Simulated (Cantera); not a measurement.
Hydrocarbon pyrolysis for carbon deposition

A perfectly stirred reactor is fed with CH4 : H2 = 1 : 9 (molar parts), at 91.0 Pa; it is held at 2000 K, and followed from long to short residence time.

Model: GRI-Mech 3.0 (53 species, 325 reactions), integrated in Cantera. GRI-Mech 3.0 stops at C3 and has no aromatics, soot or wall deposition, so with more carbon than oxygen in the feed, carbon stays in small species such as C2H2 where larger ones or solid carbon would form. Radical loss at walls, strong at low pressure, is not modelled.

```tsv
τ (s)	x CH4	x H2	x CH2	x H	x C2H6
16	0.00277	0.941	9.54e-6	0.0116	4.40e-8
5.5	0.00692	0.942	1.21e-5	0.00859	2.08e-7
1.9	0.0151	0.939	1.50e-5	0.00680	7.68e-7
0.68	0.0287	0.932	1.74e-5	0.00560	2.22e-6
0.24	0.0494	0.921	1.82e-5	0.00455	5.07e-6
0.085	0.0743	0.908	1.48e-5	0.00332	7.45e-6
0.030	0.0933	0.900	5.72e-6	0.00168	4.02e-6
0.011	0.0984	0.900	1.01e-6	0.000629	7.50e-7
0.0037	0.0995	0.900	1.21e-7	0.000213	8.37e-8
```
x: mole fraction; the columns are a selection and need not sum to one.
